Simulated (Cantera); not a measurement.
**Gas-phase reforming**

An isothermal, constant-pressure homogeneous reactor starts with 68.0 % CH4, 32.0 % CO2, at 1800 K and 13.0 bar.

Detailed kinetics in Cantera: GRI-Mech 3.0 (53 species, 325 reactions). GRI-Mech 3.0 stops at C3 and has no aromatics, soot or wall deposition, so with more carbon than oxygen in the feed, carbon stays in small species such as C2H2 where larger ones or solid carbon would form. The pressure lies above the range GRI-Mech 3.0 was tuned for (to about 10 atm).

```csv
t (s),x CH4,x CO2,x C2H6,x HCO,x HO2,x CH2CO,x H
0.000400,0.337,0.231,0.00140,1.99e-8,<1e-12,1.30e-5,3.91e-5
0.000868,0.226,0.171,0.000638,3.20e-8,<1e-12,2.84e-5,4.83e-5
0.00188,0.137,0.0959,0.000283,5.84e-8,<1e-12,5.10e-5,5.49e-5
0.00408,0.0866,0.0379,0.000150,8.72e-8,<1e-12,6.62e-5,5.96e-5
0.00885,0.0736,0.0217,0.000120,1.05e-7,<1e-12,5.74e-5,6.27e-5
0.0192,0.0737,0.0172,0.000114,1.23e-7,<1e-12,3.94e-5,6.49e-5
0.0417,0.0733,0.0117,0.000105,1.46e-7,<1e-12,2.33e-5,6.75e-5
0.0904,0.0712,0.00607,9.28e-5,1.68e-7,<1e-12,1.29e-5,6.99e-5
0.196,0.0685,0.00200,8.24e-5,1.84e-7,<1e-12,7.92e-6,7.17e-5
0.425,0.0671,0.000264,7.75e-5,1.90e-7,<1e-12,6.30e-6,7.24e-5
0.922,0.0668,8.39e-6,7.67e-5,1.91e-7,<1e-12,6.08e-6,7.25e-5
2.00,0.0668,4.58e-6,7.67e-5,1.91e-7,<1e-12,6.08e-6,7.25e-5
```
x: mole fraction; the columns are a selection and need not sum to one.

Equilibrium at this temperature and pressure: CH4 0.0668, CO2 4.66e-6, C2H6 7.67e-5, HCO 1.91e-7, HO2 <1e-12, CH2CO 6.10e-6, H 7.25e-5 (gas phase only).
